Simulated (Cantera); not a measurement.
An adiabatic, constant-volume homogeneous reactor starts with CH4 : C2H6 : O2 : N2 = 1 : 0.083 : 1.91 : 7.18 (molar parts), equivalence ratio 1.2, at 1073 K and 9.87 atm.

Cantera simulation using GRI-Mech 3.0 (53 species, 325 reactions); the numbers are that mechanism's predictions, not measurements.

Problem. Predict: time of steepest temperature rise; temperature at 2.00 s; equilibrium temperature; x(O2) at 2.00 s; x(H2O) at 2.00 s; x(OH) at 2.00 s; x(NO) at 2.00 s.

Solution. time of steepest temperature rise: 5.69 ms
temperature at 2.00 s: 2978 K
equilibrium temperature: 2978 K
x(O2) at 2.00 s: 0.00256 (gas-phase equilibrium 0.00256)
x(H2O) at 2.00 s: 0.176 (gas-phase equilibrium 0.176)
x(OH) at 2.00 s: 0.00960 (gas-phase equilibrium 0.00960)
x(NO) at 2.00 s: 0.00474 (gas-phase equilibrium 0.00474)
